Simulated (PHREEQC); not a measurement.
Dissolve 6.1 mmol/kgw CO2, 0.69 mmol/kgw (CH3)4NCl and 0.054 mmol/kgw BaBr2 at 25 °C. Closed to the air; pH follows from the charge balance.

Computed with PHREEQC (ion-association model, wateq4f.dat).

The pH is 4.29 and the ionic strength is 0.000906 mol/kgw.

```tsv
species	molality	activity	log γ
CO2	0.00605	0.00605	0.000
Cl-	0.000690	0.000667	-0.015
(CH3)4N+	0.000690	0.000667	-0.015
Br-	0.000108	0.000104	-0.015
Ba+2	5.40e-5	4.72e-5	-0.059
H+	5.36e-5	5.19e-5	-0.014
HCO3-	5.36e-5	5.18e-5	-0.015
BaHCO3+	2.42e-8	2.34e-8	-0.015
```

This is a speciation only: nothing precipitates in the calculation. (CH3)4N+ isn't in the database: it is added as a free cation with an ion size of 4 Å.
